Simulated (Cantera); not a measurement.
A Cantera script and what it prints.

```python
import numpy as np
import cantera as ct

gas_names = """
    Fe H H2 H2S N NH NH2 NH3 N2 N2H2 N2H4 S SH SN S2 S8
""".split()
cond_names = """
    Fe(a) Fe(c) Fe(d) Fe(L) FeS(a) FeS(b) FeS(c) FeS(L) FeS2(s) S(cr1) S(cr2) S(L)
""".split()


def load(file, names, dense=False):
    # The tables refer to 1 bar. Condensed volumes are neglected.
    table = {s.name: s for s in ct.Species.list_from_file(file)}
    out = []
    for n in names:
        d = dict(table[n].input_data)
        d["thermo"] = dict(d["thermo"], **{"reference-pressure": 1e5})
        if dense:
            d["equation-of-state"] = {"model": "constant-volume", "density": "1e6 g/cm^3"}
        out.append(ct.Species.from_dict(d))
    return out


gas = ct.Solution(thermo="ideal-gas", species=load("nasa_gas.yaml", gas_names))
cond = {s.name: ct.Solution(thermo="fixed-stoichiometry", species=[s], name=s.name)
        for s in load("nasa_condensed.yaml", cond_names, dense=True)}
atoms = {
    'FeS2': {'Fe': 1, 'S': 2},
    'H2': {'H': 2},
    'N2': {'N': 2},
}
top_T = {'FeS2(s)': 1010}  # K; cautious upper limits of use, not melting points


def equilibrate(T, P, feed):
    n = {}
    for name, mol in feed.items():
        for a, k in atoms[name].items():
            n[a] = n.get(a, 0.0) + k * mol
    gas.TPX = T, P, n
    mass = sum(n.values()) * gas.mean_molecular_weight
    gas.equilibrate("TP")
    valid = [c for c in cond.values() if c.min_temp <= T <= top_T.get(c.name, c.max_temp)]
    mix = ct.Mixture([(gas, mass / gas.mean_molecular_weight)] + [(c, 0.0) for c in valid])
    mix.T, mix.P = T, P
    mix.equilibrate("TP", solver="vcs", rtol=1e-11, max_steps=5000)
    return mix


results = []
T = 1598.15  # K
P = 22000  # Pa
for m in [50, 58, 66, 77, 88, 100, 120, 140, 160, 180, 210, 240, 280]:
    feed = {'FeS2': 1, 'H2': m, 'N2': 6.3}  # mol
    mix = equilibrate(T, P, feed)
    results.append((T, P, feed, dict(zip(mix.species_names, mix.species_moles))))

top = {s: max(r[3][s] / sum(r[3][g] for g in gas_names) for r in results) for s in gas_names}
cols = sorted((s for s in top if top[s] > 1e-05), key=lambda s: -top[s])[:7]
seen = [c for c in cond_names if any(r[3].get(c, 0) > 1e-12 for r in results)]
print("log10 of partial pressures in bar; condensed amounts in mol")
print(f"{'n(H2)':>10s}" + "".join(f"{s[:9]:>10s}" for s in cols + seen))
for T, P, feed, n in results:
    ng = sum(n[g] for g in gas_names)
    print(f"{feed['H2']:10.4g}" + "".join(f"{np.log10(max(n[s] / ng * P / 1e5, 1e-99)):10.3f}" for s in cols)
          + "".join(f"{n.get(c, 0):10.4g}" for c in seen))
```

Output:

```
log10 of partial pressures in bar; condensed amounts in mol
     n(H2)        H2        N2       H2S        SH        S2         H     Fe(c)    FeS(L)
        50    -0.718    -1.609    -2.434    -4.073    -4.165    -4.632         0    0.9998
        58    -0.710    -1.667    -2.470    -4.113    -4.252    -4.628   0.04651    0.9532
        66    -0.705    -1.718    -2.465    -4.110    -4.252    -4.626    0.1903    0.8094
        77    -0.700    -1.779    -2.459    -4.108    -4.252    -4.623    0.3879    0.6117
        88    -0.695    -1.833    -2.455    -4.106    -4.252    -4.621    0.5856     0.414
       100    -0.692    -1.885    -2.452    -4.104    -4.252    -4.619    0.8012    0.1983
       120    -0.687    -1.960    -2.480    -4.135    -4.319    -4.617    0.9994         0
       140    -0.683    -2.024    -2.542    -4.199    -4.451    -4.615    0.9993         0
       160    -0.680    -2.079    -2.596    -4.254    -4.565    -4.613    0.9992         0
       180    -0.677    -2.129    -2.644    -4.304    -4.667    -4.612    0.9991         0
       210    -0.675    -2.193    -2.708    -4.369    -4.800    -4.610     0.999         0
       240    -0.672    -2.250    -2.764    -4.425    -4.915    -4.609    0.9988         0
       280    -0.670    -2.315    -2.828    -4.491    -5.048    -4.608    0.9986         0
```

These are equilibrium values from Cantera (NASA tables, ideal gas, pure condensed phases), not measurements of a reactor. Metal and sulfide melt together well below either melting point, which pure phases cannot show. Mutual solubility and eutectic melting of coexisting phases are not modelled. FeS: taken at fixed stoichiometry.
